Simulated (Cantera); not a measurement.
What does this Cantera script print?

```python
import numpy as np
import cantera as ct

gas = ct.Solution("h2o2.yaml")
gas.TPX = 598, 180000, {'H2': 1, 'O2': 0.263, 'N2': 0.989, 'H2O': 0.063}
flame = ct.FreeFlame(gas, width=0.027)
flame.set_refine_criteria(ratio=3, slope=0.08, curve=0.16)
flame.transport_model = "mixture-averaged"
flame.solve(loglevel=0, auto=True)
flame.transport_model = "multicomponent"
flame.soret_enabled = False
flame.solve(loglevel=0, refine_grid=True)
z, T = flame.grid, flame.T
thick = (T[-1] - T[0]) / np.gradient(T, z).max()
show = ['H2', 'O2', 'H2O', 'O', 'H2O2', 'OH']
print(f"laminar burning velocity  {flame.velocity[0] * 100:.3f} cm/s")
print(f"burnt temperature         {T[-1]:.1f} K")
print(f"thermal thickness         {thick * 1e3:.4f} mm")
print(f"grid points               {len(z)}")
z0 = z[flame.heat_release_rate.argmax()]
print(f"{'z/mm':>9s}{'T/K':>9s}{'u/(m/s)':>9s}" + "".join(f"{s:>11s}" for s in show))
rows = []
for k in (-3, -2, -1.5, -1, -0.5, -0.25, 0, 0.25, 0.5, 1, 2, 4, 8):
    zz = z0 + k * thick
    rows.append([k * thick, np.interp(zz, z, T), np.interp(zz, z, flame.velocity),
                 *(np.interp(zz, z, flame.X[gas.species_index(s)]) for s in show)])
    print(f"{rows[-1][0] * 1e3:9.3f}{rows[-1][1]:9.1f}{rows[-1][2]:9.3f}" + "".join(f"{x:11.3e}" for x in rows[-1][3:]))
```

Result:

```
laminar burning velocity  878.778 cm/s
burnt temperature         2271.2 K
thermal thickness         0.2063 mm
grid points               119
     z/mm      T/K  u/(m/s)         H2         O2        H2O          O       H2O2         OH
   -0.619    598.0    8.788  4.320e-01  1.136e-01  2.721e-02  1.709e-15  2.696e-15  5.893e-17
   -0.413    598.0    8.788  4.320e-01  1.136e-01  2.721e-02  6.047e-13  3.795e-13  2.094e-14
   -0.309    598.0    8.788  4.320e-01  1.136e-01  2.721e-02  3.340e-11  1.584e-11  1.174e-12
   -0.206    598.1    8.789  4.319e-01  1.136e-01  2.722e-02  5.540e-09  2.741e-09  3.487e-10
   -0.103    625.4    9.148  4.282e-01  1.133e-01  2.849e-02  1.190e-05  6.151e-06  7.038e-05
   -0.052    862.5   12.366  3.984e-01  1.059e-01  4.989e-02  3.063e-04  1.954e-05  7.544e-04
    0.000   1266.3   17.621  3.105e-01  7.251e-02  1.245e-01  2.617e-03  4.509e-06  2.248e-03
    0.052   1553.3   21.297  2.225e-01  2.448e-02  2.183e-01  3.594e-03  1.851e-06  4.721e-03
    0.103   1686.0   22.959  1.948e-01  6.363e-03  2.547e-01  2.450e-03  1.116e-06  5.659e-03
    0.206   1807.2   24.420  1.937e-01  1.302e-03  2.667e-01  1.648e-03  6.534e-07  6.104e-03
    0.413   1926.5   25.814  2.019e-01  6.622e-04  2.711e-01  1.114e-03  3.568e-07  5.902e-03
    0.825   2037.0   27.065  2.099e-01  3.666e-04  2.753e-01  6.367e-04  1.850e-07  5.072e-03
    1.651   2125.5   28.043  2.164e-01  1.754e-04  2.792e-01  3.100e-04  9.498e-08  3.887e-03
```

Cantera simulation using the H2/O2 subset of GRI-Mech 3.0, which has no nitrogen chemistry; the numbers are that mechanism's predictions, not measurements. Burning velocities carry a grid error of a few per cent, more on coarse grids.
